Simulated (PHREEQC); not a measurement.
Solution (20 °C): 0.73 mol/kgw Na2CO3 and 0.066 mol/kgw NaHCO3. Closed to the air; pH follows from the charge balance.

Computed with PHREEQC (Pitzer model, pitzer.dat).

| quantity | before | after |
|---|---|---|
| pH | 10.65 | 10.55 |
| ionic strength (mol/kgw) | 2.26 | 2.25 |
| CO3-2 (mol/kgw) | 0.730 | 0.729 |
| HCO3- (mol/kgw) | 0.0664 | 0.0670 |
| CO2 (mol/kgw) | 1.15e-6 | 1.22e-6 |

Question: What was changed between the two runs?
A) temperature from 20 to 35 °C
B) diluted 5-fold with water
C) Na2CO3 from 0.73 to 1.46 mol/kgw

Answer: A, temperature from 20 to 35 °C

Precipitation was switched off in this run. In brines, pH and single-ion activities rest on the MacInnes convention.
